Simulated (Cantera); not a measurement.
# Equilibrium for halide evaporation, hydrolysis and transport: BaF2 + O2 + N2

Feed: 1 mol BaF2, 0.038 mol O2, 0.99 mol N2, held at 1.40 mbar.

Method: chemical equilibrium by Gibbs-energy minimisation in Cantera with the NASA 1993 tables (ideal gas, pure condensed phases). Candidate condensed phases: Ba, BaF2, BaO; 20 gas species. Kinetics and transport are ignored.

| T (°C) | x BaF2 | x N2 | x O2 | x O | x NO | x F |
|---|---|---|---|---|---|---|
| 1475 | 0.493 | 0.488 | 0.0182 | 0.000264 | 0.000803 | 4.46e-5 |
| 1525 | 0.493 | 0.488 | 0.0180 | 0.000429 | 0.000952 | 7.65e-5 |
| 1575 | 0.493 | 0.487 | 0.0178 | 0.000676 | 0.00112 | 0.000127 |
| 1625 | 0.493 | 0.487 | 0.0176 | 0.00104 | 0.00130 | 0.000206 |
| 1675 | 0.492 | 0.487 | 0.0172 | 0.00156 | 0.00149 | 0.000326 |
| 1725 | 0.492 | 0.487 | 0.0167 | 0.00228 | 0.00169 | 0.000503 |
| 1775 | 0.491 | 0.486 | 0.0161 | 0.00325 | 0.00190 | 0.000761 |
| 1825 | 0.490 | 0.485 | 0.0154 | 0.00454 | 0.00210 | 0.00113 |
| 1875 | 0.489 | 0.485 | 0.0144 | 0.00619 | 0.00230 | 0.00164 |
| 1925 | 0.488 | 0.484 | 0.0133 | 0.00822 | 0.00248 | 0.00235 |
x: gas mole fraction; nothing condenses.

From 1475 °C to 1925 °C nothing is condensed. The main Ba-bearing gas is BaF2 throughout.
